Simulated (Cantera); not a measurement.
What does this Cantera script print?

```python
import numpy as np
import cantera as ct

gas_names = """
    C CN CO CO2 C2 CCN CNC C2N2 C2O C3 C3O2 C4 C4N2 C5 N NCO NO NO2 NO3 N2 N2O O O2 O3 Pb PbO Pb2
""".split()
cond_names = """
    C(gr) Pb(cr) Pb(L) PbO(rd) PbO(yw) PbO(L) PbO2(s) Pb3O4(s)
""".split()


# ... load() reads the species with a 1 bar reference pressure and builds the phases ...
atoms = {
    'Pb': {'Pb': 1},
    'CO2': {'C': 1, 'O': 2},
    'N2': {'N': 2},
}
top_T = {'C(gr)': 4500, 'Pb3O4(s)': 820}  # K; cautious upper limits of use, not melting points


# ... equilibrate(T, P, feed) seeds the gas with the atoms and calls Mixture.equilibrate('TP', solver="vcs", rtol=1e-11, max_steps=5000) ...
results = []
feed = {'Pb': 1, 'CO2': 13, 'N2': 150}  # mol
P = 133.322  # Pa
for T in [1098, 1198, 1298, 1398, 1498, 1598, 1698, 1798, 1898, 1998]:
    mix = equilibrate(T, P, feed)
    results.append((T, P, feed, dict(zip(mix.species_names, mix.species_moles))))

top = {s: max(r[3][s] / sum(r[3][g] for g in gas_names) for r in results) for s in gas_names}
cols = sorted((s for s in top if top[s] > 0.0001), key=lambda s: -top[s])[:8]
seen = [c for c in cond_names if any(r[3].get(c, 0) > 1e-12 for r in results)]
print("log10 of partial pressures in bar; condensed amounts in mol")
print(f"{'T/K':>10s}" + "".join(f"{s[:9]:>10s}" for s in cols + seen))
for T, P, feed, n in results:
    ng = sum(n[g] for g in gas_names)
    print(f"{T:10.4g}" + "".join(f"{np.log10(max(n[s] / ng * P / 1e5, 1e-99)):10.3f}" for s in cols)
          + "".join(f"{n.get(c, 0):10.4g}" for c in seen))
```

Output:

```
log10 of partial pressures in bar; condensed amounts in mol
       T/K        N2       CO2        CO        O2        Pb         O        NO       PbO
      1098    -2.914    -3.976    -7.028   -11.694    -5.095   -14.472   -10.992    -7.028
      1198    -2.914    -3.977    -6.721   -10.070    -5.100   -12.654    -9.817    -6.721
      1298    -2.914    -3.977    -6.461    -8.699    -5.109   -11.117    -8.824    -6.468
      1398    -2.914    -3.978    -6.222    -7.560    -5.119    -9.817    -7.991    -6.272
      1498    -2.914    -3.981    -5.951    -6.706    -5.128    -8.757    -7.336    -6.169
      1598    -2.914    -3.986    -5.633    -6.130    -5.129    -7.914    -6.848    -6.159
      1698    -2.915    -3.997    -5.312    -5.717    -5.126    -7.218    -6.466    -6.194
      1798    -2.915    -4.019    -5.018    -5.394    -5.123    -6.620    -6.148    -6.247
      1898    -2.917    -4.057    -4.760    -5.132    -5.120    -6.099    -5.878    -6.309
      1998    -2.919    -4.120    -4.543    -4.926    -5.118    -5.644    -5.650    -6.380
```

Cantera equilibrium calculation (NASA polynomials, part measured and part estimated; ideal gas, pure solids and liquids).
